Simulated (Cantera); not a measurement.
Input (Python, Cantera):

```python
import numpy as np
import cantera as ct

gas = ct.Solution("h2o2.yaml")
gas.TPX = 950, 360, {'H2': 0.41, 'O2': 1}
reactor = ct.IdealGasConstPressureReactor(gas, energy="off", clone=False)
net = ct.ReactorNet([reactor])
net.rtol, net.atol = 1e-08, 1e-18
show = ['H2', 'O2', 'H2O', 'H', 'H2O2', 'OH']
times = np.geomspace(1e-05, 20, 12)

steps = ct.SolutionArray(gas, extra=["t"])
rows = []
print(f"{'t/s':>10s}{'T/K':>9s}{'P/Pa':>11s}" + "".join(f"{s:>11s}" for s in show))
for t in times:
    while net.time < t:
        t_next = net.step()
        steps.append(gas.state, t=t_next)
    rows.append([np.interp(t, steps.t, y) for y in (steps.T, steps.P, *steps(*show).X.T)])
    print(f"{t:10.3e}{rows[-1][0]:9.1f}{rows[-1][1]:11.4g}" + "".join(f"{x:11.3e}" for x in rows[-1][2:]))
rate = np.gradient(steps.T, steps.t)
print("integrator steps:", len(steps.t))
if steps.T.max() > steps.T[0] + 200:
    print(f"time of steepest temperature rise: {steps.t[rate.argmax()]:.4e} s")
gas.TPX = 950, 360, {'H2': 0.41, 'O2': 1}
gas.equilibrate("TP")
print(f"equilibrium (TP): T = {gas.T:.1f} K  " + "  ".join(f"{s} {gas[s].X[0]:.3e}" for s in show))
```

Result:

```
       t/s      T/K       P/Pa         H2         O2        H2O          H       H2O2         OH
 1.000e-05    950.0        360  2.908e-01  7.092e-01  3.220e-16  1.273e-12  2.718e-18  6.360e-15
 3.740e-05    950.0        360  2.908e-01  7.092e-01  1.500e-14  4.709e-12  3.789e-17  7.910e-14
 1.398e-04    950.0        360  2.908e-01  7.092e-01  5.954e-13  1.733e-11  5.297e-16  7.798e-13
 5.230e-04    950.0        360  2.908e-01  7.092e-01  1.751e-11  7.101e-11  7.409e-15  5.750e-12
 1.956e-03    950.0        360  2.908e-01  7.092e-01  6.244e-10  6.680e-10  1.042e-13  6.955e-11
 7.313e-03    950.0        360  2.908e-01  7.092e-01  5.358e-07  4.041e-07  2.385e-12  4.337e-08
 2.735e-02    950.0        360  1.774e-02  5.949e-01  2.146e-01  1.259e-01  6.218e-08  4.558e-03
 1.023e-01    950.0        360  4.838e-03  6.456e-01  3.182e-01  1.720e-02  1.349e-07  2.462e-03
 3.824e-01    950.0        360  1.952e-04  6.592e-01  3.396e-01  1.025e-04  1.551e-07  4.122e-04
 1.430e+00    950.0        360  8.940e-06  6.597e-01  3.402e-01  1.130e-06  5.546e-08  9.184e-05
 5.348e+00    950.0        360  8.738e-07  6.597e-01  3.402e-01  4.496e-08  1.841e-08  3.148e-05
 2.000e+01    950.0        360  1.422e-07  6.597e-01  3.402e-01  3.435e-09  6.633e-09  1.336e-05
integrator steps: 2140
equilibrium (TP): T = 950.0 K  H2 1.280e-10  O2 6.598e-01  H2O 3.402e-01  H 1.056e-13  H2O2 2.382e-11  OH 4.134e-07
```

Cantera simulation using the H2/O2 subset of GRI-Mech 3.0, which has no nitrogen chemistry; the numbers are that mechanism's predictions, not measurements. Radical loss at walls, strong at low pressure, is not modelled. The temperature is held fixed by assumption; the heat of reaction is taken as removed at once.
